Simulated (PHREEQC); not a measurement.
Consider water at 20 °C with 13 mmol/kgw NH4BF4, 2.4 mmol/kgw (NH4)2SiF6, 62 mmol/kgw HBF4 and 0.046 mmol/kgw H2SO4. Closed to the air; pH follows from the charge balance.

Equilibrium calculation in PHREEQC: ion-association model, wateq4f.dat.

No solid was allowed to form.

### Question
What pH, ionic strength does the model give?

### Answer
pH 1.30; ionic strength 0.0800 mol/kgw.

### Question
In which forms is F present?

### Answer
BF4- 89 %, SiF6-2 4.6 %, HF 3.6 %, BF3OH- 1.9 % of the F.

SiF6-2 is the database's only silicon fluoride. Real BF4- forms and hydrolyses slowly; the run takes it at equilibrium.
